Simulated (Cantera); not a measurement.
## Carbothermic reduction: Ta2O5 + CO + H2 + C

Input: 1 mol Ta2O5, 2.2 mol CO, 10 mol H2, 7.8 mol C, at 0.0133 bar.

Cantera equilibrium calculation (NASA polynomials, part measured and part estimated; ideal gas, pure solids and liquids). Candidate condensed phases: C, C6H6, C7H8, C8H18, H2O, Ta, TaC, Ta2O5; 113 gas species. TaC: taken at fixed stoichiometry. Condensed phases not in the tables: Ta2C. Kinetics and transport are ignored.

| T (°C) | x H2 | x CO | x H | x C2H2 (acetylene) | n C(graphite) | n TaC(s) |
|---|---|---|---|---|---|---|
| 1275 | 0.581 | 0.419 | 0.000203 | 9.12e-6 | 0.800 | 2.00 |
| 1350 | 0.581 | 0.419 | 0.000456 | 2.02e-5 | 0.799 | 2.00 |
| 1425 | 0.581 | 0.418 | 0.000954 | 4.18e-5 | 0.799 | 2.00 |
| 1500 | 0.580 | 0.418 | 0.00188 | 8.12e-5 | 0.797 | 2.00 |
| 1575 | 0.578 | 0.418 | 0.00349 | 0.000149 | 0.795 | 2.00 |
| 1650 | 0.576 | 0.417 | 0.00619 | 0.000260 | 0.791 | 2.00 |
| 1725 | 0.573 | 0.416 | 0.0105 | 0.000434 | 0.785 | 2.00 |
| 1800 | 0.567 | 0.415 | 0.0172 | 0.000695 | 0.776 | 2.00 |
| 1875 | 0.559 | 0.413 | 0.0270 | 0.00107 | 0.763 | 2.00 |
| 1950 | 0.547 | 0.410 | 0.0410 | 0.00159 | 0.744 | 2.00 |
| 2025 | 0.531 | 0.406 | 0.0605 | 0.00227 | 0.719 | 2.00 |
| 2100 | 0.510 | 0.401 | 0.0864 | 0.00314 | 0.685 | 2.00 |
| 2175 | 0.482 | 0.394 | 0.120 | 0.00417 | 0.643 | 2.00 |
| 2250 | 0.448 | 0.385 | 0.161 | 0.00534 | 0.589 | 2.00 |
x: gas mole fraction; n: condensed amount in mol.

From 1275 °C to 2250 °C the condensed part is C(graphite) + TaC(s).
